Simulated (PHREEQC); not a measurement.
A column of 0.1 m (30 cells, dispersivity 0.0035 m, 720 s a shift, diffusion coefficient 3e-10 m²/s) holds 0.026 eq of the database's cation exchanger X per kg of pore water, first in equilibrium with 0.092 mol/kgw KCl, 0.002 mol/kgw NH4Cl, 0.0017 mol/kgw LiCl and 1e-05 mol/kgw HCl. It is flushed with 72 mmol/kgw NaCl and 0.01 mmol/kgw HCl, at 40 °C. Values are for the last cell. The system is closed to CO2. Precipitation was switched off in this run.

The numbers come from PHREEQC with the ion-association model, phreeqc.dat.

```
pore volumes  Na in solution (mol/kgw)  Li in solution (mol/kgw)  NH4 in solution (mol/kgw)  K in solution (mol/kgw)  Cl in solution (mol/kgw)
------------  ------------------------  ------------------------  -------------------------  -----------------------  ------------------------
0                                    0                   0.00170                    0.00200                   0.0920                    0.0957
0.2167                               0                   0.00170                    0.00200                   0.0920                    0.0957
0.4167                         1.36e-5                   0.00170                    0.00200                   0.0920                    0.0957
0.6167                         0.00173                   0.00164                    0.00194                   0.0894                    0.0947
0.8167                          0.0115                   0.00130                    0.00162                   0.0750                    0.0894
1.017                           0.0264                  0.000808                    0.00114                   0.0536                    0.0820
1.217                           0.0393                  0.000426                   0.000749                   0.0361                    0.0766
1.417                           0.0483                  0.000206                   0.000496                   0.0248                    0.0738
1.617                           0.0545                   9.54e-5                   0.000338                   0.0176                    0.0726
1.817                           0.0590                   4.29e-5                   0.000237                   0.0130                    0.0722
2.017                           0.0622                   1.89e-5                   0.000169                  0.00972                    0.0721
2.217                           0.0645                   8.24e-6                   0.000121                  0.00738                    0.0720
2.417                           0.0663                   3.54e-6                    8.74e-5                  0.00564                    0.0720
2.617                           0.0676                   1.51e-6                    6.30e-5                  0.00432                    0.0720
2.817                           0.0686                   6.36e-7                    4.53e-5                  0.00331                    0.0720
3.017                           0.0694                   2.66e-7                    3.24e-5                  0.00252                    0.0720
```

At this temperature some constants are extrapolated from 25 °C, and those without enthalpy data are left unchanged.
